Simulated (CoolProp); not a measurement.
Vapour-liquid equilibrium of n-octane (1) + o-xylene (2) at 1.16 MPa; x and y are mole fractions of (1).

The numbers come from the multi-fluid Helmholtz-energy mixture model, Beckmüller 2019 and Zhou 2012; pair parameters Bell 2016 in CoolProp.

Give the bubble temperature and the first vapour's composition at x = 0.25, 0.35, 0.45. Is there an azeotrope?

x = 0.25: 260.2 °C, y = 0.305; x = 0.35: 257.6 °C, y = 0.413; x = 0.45: 255.1 °C, y = 0.514. No azeotrope shows between x = 0.05 and 0.95.

The pair parameters rest on a limited set of measurements; away from them the model extrapolates.
